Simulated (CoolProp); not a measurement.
Nitrogen along the isotherm -152.35 °C: density (kg/m³) from the reference equation and from simpler models built on Tc = -147.0 °C, pc = 3.396 MPa, ω = 0.037; each cubic takes its own stable root.

Computed with CoolProp (reference Helmholtz-energy equation of state, Span 2000).

```
p (MPa)   phase  reference  van der Waals  Redlich-Kwong  Soave-Redlich-Kwong  Peng-Robinson
-------  ------  ---------  -------------  -------------  -------------------  -------------
0.0537      gas      1.507          1.506          1.507                1.507          1.508
0.122       gas      3.450          3.444          3.451                3.451          3.456
0.278       gas      8.007          7.974          8.013                8.013          8.040
0.633       gas      19.08          18.88          19.10                19.11          19.26
1.44        gas      49.37          47.94          49.47                49.50          50.49
3.28     liquid      538.1          372.8          479.8                481.5          538.8
7.46     liquid      605.7          452.6          578.2                578.9          647.1
17       liquid      670.9          513.1          667.6                668.0          745.5
```
